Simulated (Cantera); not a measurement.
## Silicon nitride deposition: SiHCl3 + N2 + H2

Input: 1 mol SiHCl3, 10 mol N2, a varied amount of H2, at 1473.15 K and 0.000930 bar.

Method: chemical equilibrium by Gibbs-energy minimisation in Cantera with the NASA 1993 tables (ideal gas, pure condensed phases). Candidate condensed phases: NH4Cl, Si, Si3N4; 28 gas species. N2 is the only nitrogen source here; it is nearly inert below about 1500 K, so the nitride shown seldom forms there in practice. The tables' values for SiCl3 are old estimates; treat these amounts as uncertain. Equilibrium is a limit: real reactors are often held back by kinetics, nucleation or transport.

| n(H2) (mol) | x N2 | x HCl | x H2 | x SiCl2 | x SiCl3 | x SiCl4 | x Cl | n Si3N4(s) |
|---|---|---|---|---|---|---|---|---|
| 0.1 | 0.829 | 0.0757 | 0.0119 | 0.0770 | 0.00485 | 0.00105 | 0.000234 | 0 |
| 0.15 | 0.825 | 0.0764 | 0.0154 | 0.0774 | 0.00431 | 0.000821 | 0.000207 | 0 |
| 0.21 | 0.821 | 0.0768 | 0.0199 | 0.0776 | 0.00383 | 0.000646 | 0.000184 | 0 |
| 0.29 | 0.815 | 0.0770 | 0.0259 | 0.0776 | 0.00337 | 0.000499 | 0.000161 | 0 |
| 0.41 | 0.807 | 0.0828 | 0.0322 | 0.0743 | 0.00311 | 0.000445 | 0.000156 | 0.0125 |
| 0.58 | 0.795 | 0.0904 | 0.0412 | 0.0697 | 0.00281 | 0.000388 | 0.000150 | 0.0294 |
| 0.82 | 0.779 | 0.0990 | 0.0544 | 0.0642 | 0.00247 | 0.000324 | 0.000143 | 0.0497 |
| 1.2 | 0.756 | 0.109 | 0.0759 | 0.0569 | 0.00204 | 0.000250 | 0.000133 | 0.0759 |
| 1.6 | 0.732 | 0.116 | 0.0986 | 0.0509 | 0.00170 | 0.000195 | 0.000125 | 0.0977 |
x: gas mole fraction; n: condensed amount in mol.

From 0.1 mol H2 to 0.29 mol H2 nothing is condensed. From 0.41 mol H2 to 1.6 mol H2 the condensed part is Si3N4(s). The main Si-bearing gas is SiCl2 throughout.
